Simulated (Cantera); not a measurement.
A closed system holds: 1 mol CS₂, 8 mol H₂, 0.35 mol O₂, at 0.390 Torr.

Method: chemical equilibrium by Gibbs-energy minimisation in Cantera with the NASA 1993 tables (ideal gas, pure condensed phases). Candidate condensed phases: C, C₆H₆, C₇H₈, C₈H₁₈, H₂O, H₂SO₄, S; 146 gas species. Ions and electrons are included (thermal ionisation). The numbers say what is thermodynamically allowed, not how fast it happens. All values below are at 3000 K.

Base state: H 0.838, S 0.0924, CO 0.0380, CS 0.0156, H₂ 0.0147, C 0.000632, SH 0.000314, S₂ 6.94e-5 (mole fractions); condensed: gas only.

### Question
What changes in the equilibrium state with this change: H₂ from 8 to 0.066 mol?

### Answer
```json
[
 {"species": "S", "before": "0.0924", "after": "0.596"},
 {"species": "CO", "before": "0.0380", "after": "0.248"},
 {"species": "CS", "before": "0.0156", "after": "0.105"},
 {"species": "H", "before": "0.838", "after": "0.0465"},
 {"species": "H₂", "before": "0.0147", "after": "4.51e-5"},
 {"species": "CS₂", "before": "1.48e-6", "after": "6.44e-5"},
 {"species": "S₂", "before": "6.94e-5", "after": "0.00289"}
]
```
